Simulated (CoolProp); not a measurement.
Properties of R1123 along the isotherm 347.5 K.

Values from CoolProp's reference Helmholtz-energy equation of state, Akasaka 2020.

```
p (bar)          phase  density (kg/m³)  speed of sound (m/s)  fugacity coefficient
-------  -------------  ---------------  --------------------  --------------------
0.216              gas           0.6141                 198.7                0.9986
0.443              gas            1.261                 198.5                0.9971
0.91               gas            2.599                 198.0                0.9940
1.87               gas            5.375                 197.1                0.9878
3.84               gas            11.19                 195.1                0.9749
7.88               gas            23.63                 191.0                0.9488
16.2               gas            51.90                 182.0                0.8959
33.2               gas            126.9                 161.3                0.7905
68.2     supercritical            633.6                 161.1                0.5718
```
